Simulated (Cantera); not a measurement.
Charge: 1 mol CaCO₃, 0.85 mol H₂O, 0.35 mol H₂, equilibrated at 1098.15 K and 120 Torr.

These are equilibrium values from Cantera (NASA tables, ideal gas, pure condensed phases), not measurements of a reactor. Candidate condensed phases: C, C₆H₆, C₇H₈, C₈H₁₈, Ca, CaCO₃, CaO, Ca(OH)₂, H₂O; 115 gas species. The numbers say what is thermodynamically allowed, not how fast it happens.

Base state: H₂O 0.459, CO₂ 0.382, H₂ 0.0865, CO 0.0726 (mole fractions); condensed: CaO(s).

Q: What changes in the equilibrium state with this change: temperature from 1098.15 K to 1873.15 K?

A: 
```tsv
species	before	after
H₂O	0.459	0.503
CO₂	0.382	0.338
CO	0.0726	0.117
H₂	0.0865	0.0423
Ca(OH)₂	<1e-9	1.78e-5
OH	<1e-9	0.000307
H	1.82e-8	0.000332
CaO(s), mol	1.00	1.000
```

Q: What changes in the equilibrium state with this change: H₂ from 0.35 to 1 mol?

A: 
```tsv
species	before	after
H₂O	0.459	0.422
CO₂	0.382	0.227
H₂	0.0865	0.227
CO	0.0726	0.123
CaO(s), mol	1.00	1.00
```
